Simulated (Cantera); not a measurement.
An isothermal, constant-pressure homogeneous reactor starts with H₂ : O₂ = 0.48 : 1 (molar parts), at 925 K and 790 Pa. Integrator tolerance rtol = 1e-08.

Computed with Cantera and the H2/O2 subset of GRI-Mech 3.0, which has no nitrogen chemistry. Radical loss at walls, strong at low pressure, is not modelled. Below about 950 K walls govern HO2 and H2O2 in real vessels. The temperature is held fixed by assumption; the heat of reaction is taken as removed at once.

Q: What does this change do: temperature 925 to 1423 K?

A: 
| quantity | before | after |
|---|---|---|
| x(H₂) at 8.00 s | 6.58e-8 (gas-phase equilibrium 4.37e-11) | 4.24e-6 (gas-phase equilibrium 3.58e-6) |
| x(O₂) at 8.00 s | 0.613 (gas-phase equilibrium 0.613) | 0.613 (gas-phase equilibrium 0.613) |
| x(H₂O₂) at 8.00 s | 1.00e-8 (gas-phase equilibrium 2.69e-11) | 3.73e-9 (gas-phase equilibrium 3.50e-9) |
| x(O) at 8.00 s | 1.52e-7 (gas-phase equilibrium 1.19e-10) | 1.42e-5 (gas-phase equilibrium 1.19e-5) |
| x(OH) at 8.00 s | 7.34e-6 (gas-phase equilibrium 2.04e-7) | 0.000364 (gas-phase equilibrium 0.000334) |
